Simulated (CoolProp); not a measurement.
R11 at 401.26 K and 0.92 MPa is compressed adiabatically to 1.57 MPa with isentropic efficiency 0.7. Each further row changes one setting.

Values from CoolProp's reference Helmholtz-energy equation of state, Jacobsen 1992.

| case | work (kJ/kg) | final temperature (K) | final density (kg/m³) |
|---|---|---|---|
| as stated | 16.0 | 434.3 | 73.1 |
| efficiency 1 | 11.2 | 428.1 | 75.2 |
| efficiency 0.65 | 17.3 | 435.9 | 72.6 |
